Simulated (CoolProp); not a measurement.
Vapour-liquid equilibrium of n-octane (1) + m-xylene (2) at 431.8 K; x and y are mole fractions of (1).

The numbers come from the multi-fluid Helmholtz-energy mixture model, Beckmüller 2019 and Zhou 2012; pair parameters Bell 2016 in CoolProp.

| x | bubble pressure, mixture model (bar) | bubble pressure, Raoult's law (bar) | y, mixture model | y, Raoult's law |
|---|---|---|---|---|
| 0.05 | 1.710 | 1.701 | 0.072 | 0.069 |
| 0.15 | 1.790 | 1.767 | ___ | 0.198 |
| 0.25 | 1.867 | 1.834 | 0.321 | 0.318 |
| 0.35 | 1.939 | 1.901 | 0.429 | 0.430 |
| 0.45 | ___ | 1.967 | ___ | 0.534 |
| 0.55 | ___ | 2.034 | ___ | 0.631 |
| 0.65 | 2.135 | 2.101 | 0.711 | 0.722 |
| 0.75 | ___ | 2.168 | 0.796 | 0.808 |
| 0.85 | 2.253 | 2.234 | ___ | 0.888 |
| 0.95 | ___ | 2.301 | 0.960 | 0.964 |

What belongs in the gaps?


- 0.15, y, mixture model: 0.203
- 0.45, bubble pressure, mixture model (bar): 2.008
- 0.45, y, mixture model: 0.529
- 0.55, bubble pressure, mixture model (bar): 2.073
- 0.55, y, mixture model: 0.622
- 0.75, bubble pressure, mixture model (bar): 2.195
- 0.85, y, mixture model: 0.879
- 0.95, bubble pressure, mixture model (bar): 2.308

The largest gap from Raoult's law is +2.1 % in bubble pressure, at x = 0.45. No azeotrope shows between x = 0.05 and 0.95.

Pair parameters are fitted to limited data, so mixtures are less certain than the pure fluids.
